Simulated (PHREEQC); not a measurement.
A solution holds 75 mmol/kgw Mn(NO3)2, at 25 °C. Closed to the air; pH follows from the charge balance.

All values are PHREEQC results (ion-association model, phreeqc.dat), not measurements.

**Question.** The ionic strength comes out as 0.222 mol/kgw. What activity coefficients do Mn+2, NO3-, MnOH+, H+ get?

**Answer.** Mn+2 0.32, NO3- 0.69, MnOH+ 0.73, H+ 0.79.

This is a speciation only: nothing precipitates in the calculation.
